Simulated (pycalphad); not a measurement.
An equivalent pycalphad script:

```python
from pycalphad import Database, equilibrium, calculate, variables as v
import numpy as np
db = Database('COST507.tdb')
comps = ['TI', 'HF', 'B', 'VA']
phases = ['B2M', 'B2TI', 'B4M3', 'B4TI3', 'BCC_A2', 'BETA_RHOMBO_B', 'BM', 'BTI', 'HCP_A3', 'LIQUID']
eq = equilibrium(db, comps, phases, {v.X('HF'): 0.0216, v.X('B'): 0.0551, v.T: np.arange(2850, 499, -50), v.P: 101325, v.N: 1}, output=['HM', 'SM'])
```

Computed with pycalphad from the COST 507 light-alloy database (1999), at 1 atm. The database dates from 1999; later assessments differ in places, in temperatures and in the compounds included. Phase fractions are per mole of atoms. Diffusion is slow at the low end, where real alloys seldom reach equilibrium.

Results at three of the temperatures:

```
T = 2750.00 K, P = 101325 Pa, N = 1 mol of atoms
G = -215904 J/mol, H = 100781 J/mol, S = 115.16 J/(mol K)  (SER reference)
chemical potentials (J/mol): Ti -208439, Hf -336392, B -293753
phase             fraction      x(Ti)      x(Hf)       x(B)
LIQUID              1.0000     0.9233     0.0216     0.0551
```

```
T = 2650.00 K, P = 101325 Pa, N = 1 mol of atoms
G = -204472 J/mol, H = 96239 J/mol, S = 113.48 J/(mol K)  (SER reference)
chemical potentials (J/mol): Ti -197023, Hf -320434, B -283825
phase             fraction      x(Ti)      x(Hf)       x(B)
LIQUID              1.0000     0.9233     0.0216     0.0551
```

```
T = 650.00 K, P = 101325 Pa, N = 1 mol of atoms
G = -32742 J/mol, H = 653 J/mol, S = 51.38 J/(mol K)  (SER reference)
chemical potentials (J/mol): Ti -24230, Hf -46092, B -170150
phase             fraction      x(Ti)      x(Hf)       x(B)
HCP_A3              0.8902     0.9756     0.0242    0.00023
BM                  0.1098     0.4994   0.000623     0.5000
```

Changes of the phase set, refined by bisection:

```
T (°C)    phases above    phases below
------  --------------  --------------
1560.4          liquid    bcc + liquid
1541.2    bcc + liquid        bcc + BM
866.0         bcc + BM  bcc + BM + hcp
860.9   bcc + BM + hcp        BM + hcp
```

Database names, with the compositions (at.%) that they take in these runs: BM: Ti 50 B 50. HCP_A3 is hcp.
